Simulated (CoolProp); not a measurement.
Properties of hydrogen chloride at several states.

Model: reference Helmholtz-energy equation of state, Thol 2018, in CoolProp.

```
T (K)  p (bar)  phase  cv (kJ/(kg K))  speed of sound (m/s)  Joule-Thomson coefficient (K/MPa)
-----  -------  -----  --------------  --------------------  ---------------------------------
301.1     14.8    gas          0.6447                 293.9                              14.84
199.6    0.503    gas          0.5824                 250.9                              46.35
360.1     2.14    gas          0.5747                 337.7                              10.28
407.6     30.4    gas          0.5976                 349.6                              7.683
318.2     1.12    gas          0.5746                 317.7                              13.48
```
